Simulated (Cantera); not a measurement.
# Diamond growth

A diamond (100) surface in a fixed gas of H2 with x(CH4) = 0.0027, x(CH3) = 0.00011, at 1025 K, 47.3 Torr; coverages are run to steady state.

Model: the Harris–Goodwin 1993 mechanism for the reconstructed diamond (100) surface, integrated in Cantera.

```csv
x(H),growth (µm/h),θ c6HH,θ c6H*,θ c6*H,θ c6**,θ c6HM
0.0001,0.713,0.542,0.0161,0.308,0.00409,0.0917
0.0002,1.28,0.530,0.0172,0.329,0.00604,0.0830
0.00039,1.97,0.534,0.0181,0.347,0.00783,0.0661
0.00077,2.68,0.544,0.0190,0.363,0.00930,0.0457
0.0015,3.24,0.555,0.0196,0.375,0.0103,0.0285
0.003,3.64,0.563,0.0201,0.383,0.0110,0.0160
0.0059,3.86,0.568,0.0204,0.388,0.0113,0.00864
0.012,4.00,0.571,0.0206,0.391,0.0115,0.00439
0.023,4.06,0.572,0.0208,0.392,0.0117,0.00233
```
θ: site fractions in the mechanism's names (c6HH fully hydrogenated, c6H* and c6*H radical sites, c6** diradical, c6HM methylated).
